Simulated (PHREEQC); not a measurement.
# Buffer: speciation

Dissolve 0.094 mol H3PO4 and 0.0012 mol K2HPO4 per kg of water at 25 °C. Closed to the air; pH follows from the charge balance.

Equilibrium calculation in PHREEQC: ion-association model, wateq4f.dat.

Precipitation was switched off in this run.

**Question.** What pH, ionic strength does the model give?

**Answer.** pH 1.68; ionic strength 0.0262 mol/kgw.

**Question.** In which forms is P present?

**Answer.** H3PO4 73 %, H2PO4- 27 % of the P.

Complexes and solids missing from the database can't appear. H3PO4, which wateq4f.dat lacks, is added to it with the constant of phreeqc.dat.
